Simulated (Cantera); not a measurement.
Input: 1 mol borazine, 0.085 mol O2, 17 mol H2, 7.9 mol H2O, equilibrated at 2.80 mbar.

Method: chemical equilibrium by Gibbs-energy minimisation in Cantera with the NASA 1993 tables (ideal gas, pure condensed phases). Candidate condensed phases: B, BN, B2O3, B3O3H3, H2O; 39 gas species. The feed counts by its element totals alone. Gases not in the tables: H3BO3. Equilibrium is a limit: real reactors are often held back by kinetics, nucleation or transport.

x: gas mole fraction; n: condensed amount in mol.

```csv
T (K),x H2,x H2O,x HBO2,x N2,x H,x B2O3,n B2O3(l)
925,0.828,0.121,3.13e-5,0.0510,4.48e-9,2.44e-11,1.50
1000,0.828,0.121,0.000173,0.0510,3.90e-8,1.20e-9,1.49
1075,0.827,0.121,(withheld),0.0510,(withheld),(withheld),1.49
1150,0.826,0.120,0.00258,0.0510,1.28e-6,5.94e-7,1.46
1225,0.824,0.117,0.00762,0.0508,5.35e-6,7.31e-6,1.39
1300,0.819,0.111,0.0193,0.0505,1.89e-5,6.65e-5,1.21
1375,0.809,0.0976,0.0425,0.0499,5.83e-5,0.000470,0.846
1450,0.792,0.0764,0.0800,0.0488,0.000159,0.00268,0.183
1525,0.786,0.0719,0.0879,0.0485,0.000396,0.00425,0
1600,0.786,0.0728,0.0863,0.0485,0.000911,0.00489,0
1675,0.784,0.0738,0.0846,0.0485,(withheld),(withheld),0
1750,0.782,0.0749,0.0827,0.0484,0.00389,0.00609,0
1825,0.778,0.0761,0.0806,0.0484,0.00734,0.00660,0
1900,0.772,0.0773,0.0783,0.0482,0.0132,0.00702,0
```

Complete the blanks.


- 1075, x HBO2: 0.000739
- 1075, x H: 2.52e-7
- 1075, x B2O3: 3.34e-8
- 1675, x H: 0.00194
- 1675, x B2O3: 0.00551
